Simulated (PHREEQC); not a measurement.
# Copper plating or etch bath (model solution)

Solution (25 °C): 0.084 mol/kgw CuSO4 and 0.00069 mol/kgw NaCl. Closed to the air; pH follows from the charge balance.

Computed with PHREEQC (ion-association model, wateq4f.dat).

Each row changes one thing in this solution. Precipitation was switched off in this run.

```tsv
case	pH	ionic strength (mol/kgw)	SO4-2 (mol/kgw)	Cu+2 (mol/kgw)	CuSO4 (mol/kgw)	HSO4- (mol/kgw)	SI of Tenorite (CuO)	SI of Chalcanthite (CuSO4:5H2O)
as made	4.55	0.178	0.0442	0.0442	0.0397	5.02e-5	-0.35	-1.06
temperature from 25 to 65 °C	4.17	0.172	0.0427	___	0.0410	0.000300	+0.16	-1.28
0.0033 mol/kgw Cs2CO3 added	5.47	0.183	0.0466	0.0404	___	6.36e-6	+1.44	-1.08
NaCl left out	4.55	0.177	0.0442	0.0442	0.0397	5.02e-5	-0.34	-1.06
diluted 100-fold with water	5.36	0.00307	0.000766	0.000762	7.41e-5	2.72e-7	-0.12	-3.80
```

**Question.** Complete the blanks.

**Answer.** 
- temperature from 25 to 65 °C, Cu+2 (mol/kgw): 0.0425
- 0.0033 mol/kgw Cs2CO3 added, CuSO4 (mol/kgw): 0.0374

Some of these states are supersaturated (in Antlerite, Brochantite, Tenorite (slow to form), for instance). Constants without temperature data keep their 25 °C values here.
